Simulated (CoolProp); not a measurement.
Vapour-liquid equilibrium of n-butane (1) + n-decane (2) at 0.159 MPa; x and y are mole fractions of (1).

Values from CoolProp's multi-fluid Helmholtz-energy mixture model, Bücker 2006 and Lemmon 2006; pair parameters Kunz 2012.

```
x      bubble temperature (K)  y at the bubble point  dew temperature at overall composition x (K)  liquid density (mol/L)
-----  ----------------------  ---------------------  --------------------------------------------  ----------------------
0.05                    414.7                  0.741                                         463.6                   4.558
0.125                   365.7                  0.957                                         459.9                       ?
0.2                     341.7                  0.986                                         456.1                   5.412
0.275                   327.7                  0.994                                         452.0                   5.736
0.35                    318.2                  0.997                                         447.6                   6.053
0.425                   311.3                  0.998                                         442.8                   6.378
0.5                     305.9                  0.999                                         437.5                   6.720
0.575                       ?                  0.999                                         431.6                   7.086
0.65                    297.9                  0.999                                         424.7                   7.484
0.725                   294.7                  1.000                                         416.6                   7.923
0.8                         ?                  1.000                                         406.5                       ?
0.875                   289.2                  1.000                                         392.7                   8.973
0.95                    286.7                  1.000                                             ?                   9.619
```

### Question
Some entries are withheld; supply them.

### Answer

- 0.125, liquid density (mol/L): 5.050
- 0.575, bubble temperature (K): 301.6
- 0.8, bubble temperature (K): 291.8
- 0.8, liquid density (mol/L): 8.414
- 0.95, dew temperature at overall composition x (K): 369.1

No azeotrope shows between x = 0.05 and 0.95.

Pair parameters are fitted to limited data, so mixtures are less certain than the pure fluids. The gap from Raoult's law changes sign with composition, which may be real or a fault of the pair parameters; it wasn't checked against measurements.
